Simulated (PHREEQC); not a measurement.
A solution holds 0.0017 mol NH3, 3.5e-05 mol Na2SiO3 and 0.15 mol (CH3)4NCl per kg of water, at 25 °C. Closed to the air; pH follows from the charge balance.

Equilibrium calculation in PHREEQC: ion-association model, phreeqc.dat.

Each row changes one thing in this solution. No solid was allowed to form.

| case | pH | NH3 (mol/kgw) | NH4+ (mol/kgw) | H3SiO4- (mol/kgw) | H4SiO4 (mol/kgw) | H2SiO4-2 (mol/kgw) | SI of Quartz (SiO2) |
|---|---|---|---|---|---|---|---|
| as made | 10.26 | 0.00149 | 0.000209 | 2.76e-5 | 7.33e-6 | 7.46e-8 | -1.14 |
| diluted 5-fold with water | 9.86 | 0.000263 | 7.67e-5 | 3.91e-6 | 3.08e-6 | 3.05e-9 | -1.53 |
| NH3 from 0.0017 to 0.0034 mol/kgw | 10.41 | 0.00309 | 0.000311 | 2.93e-5 | 5.57e-6 | 1.11e-7 | -1.25 |
| NH3 replaced by NH4HS at the same molality | 8.29 | 0.000119 | 0.00158 | 1.34e-6 | 3.37e-5 | 3.83e-11 | -0.47 |
| NH3 from 0.0017 to 0.00187 mol/kgw | 10.28 | 0.00165 | 0.000221 | 2.78e-5 | 7.07e-6 | 7.87e-8 | -1.15 |

(CH3)4N+ isn't in the database: it is added as a free cation with an ion size of 4 Å.
